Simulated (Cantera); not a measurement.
An isothermal, constant-pressure homogeneous reactor starts with H₂ : O₂ : N₂ = 0.56 : 1 : 4.4 (molar parts), equivalence ratio 0.28, at 1098 K and 0.510 bar. Integrator tolerance rtol = 1e-08.

Model: GRI-Mech 3.0 (53 species, 325 reactions), integrated in Cantera. The temperature is held fixed by assumption; the heat of reaction is taken as removed at once.

Q: What does this change do: temperature 1098 to 775 K?

A: 
```
quantity                                             before                                     after
----------------  -----------------------------------------  ----------------------------------------
x(H₂) at 20.0 s   4.92e-10 (gas-phase equilibrium 4.90e-10)     0.0940 (gas-phase equilibrium <1e-12)
x(O₂) at 20.0 s         0.127 (gas-phase equilibrium 0.127)       0.168 (gas-phase equilibrium 0.127)
x(NO₂) at 20.0 s    1.90e-8 (gas-phase equilibrium 1.03e-6)    <1e-12 (gas-phase equilibrium 2.25e-7)
x(HO₂) at 20.0 s    2.22e-9 (gas-phase equilibrium 2.23e-9)  3.14e-7 (gas-phase equilibrium 5.16e-12)
x(NO) at 20.0 s     1.20e-6 (gas-phase equilibrium 6.46e-5)    <1e-12 (gas-phase equilibrium 9.97e-7)
x(N₂O) at 20.0 s    3.33e-8 (gas-phase equilibrium 3.44e-9)   <1e-12 (gas-phase equilibrium 7.94e-11)
```
Below about 950 K walls govern HO2 and H2O2 in real vessels.
